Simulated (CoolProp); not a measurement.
Model: reference Helmholtz-energy equation of state, Gao 2020, in CoolProp.

**Question.** For ammonia, give the phase and the cv (kJ/(kg K)), speed of sound (m/s) at 299.1 K and 0.121 MPa; 602.9 K and 37.8 MPa; 640.9 K and 0.573 MPa.

**Answer.** 
- 299.1 K and 0.121 MPa: gas; cv 1.65, speed of sound 433
- 602.9 K and 37.8 MPa: supercritical; cv 2.50, speed of sound 598
- 640.9 K and 0.573 MPa: gas; cv 2.24, speed of sound 617
